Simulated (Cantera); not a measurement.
## Tantalum, niobium, vanadium and zirconium in process gases: Ta(OEt)5 + H2O + H2

Feed: 1 mol Ta(OEt)5, 20 mol H2O, 140 mol H2.

Cantera equilibrium calculation (NASA polynomials, part measured and part estimated; ideal gas, pure solids and liquids). Candidate condensed phases: C, C6H6, C7H8, C8H18, H2O, Ta, TaC, Ta2O5; 113 gas species. The feed counts by its element totals alone. The numbers say what is thermodynamically allowed, not how fast it happens.

Stable condensed phases:

```
T in K \ P in Pa
            0.10    0.60     3.6      22     130     770    4600   28000  170000 1000000
   2223        A       A       A       A       B       B       B       B       B       B
   2173        A       A       A       A       B       B       B       B       B       B
   2123        A       A       A       A       B       B       B       B       B       B
   2073        A       A       A       B       B       B       B       B       B       B
   2023        A       A       A       B       B       B       B       B       B       B
   1973        A       A       B       B       B       B       B       B       B       B
   1923        A       A       B       B       B       B       B       B       B       B
   1873        A       B       B       B       B       B       B       B       B       B
   1823        B       B       B       B       B       B       B       B       B       B
   1773        B       B       B       B       B       B       B       B       B       B
   1723        B       B       B       B       B       B       B       B       B       B
```

A: gas only; B: Ta2O5.
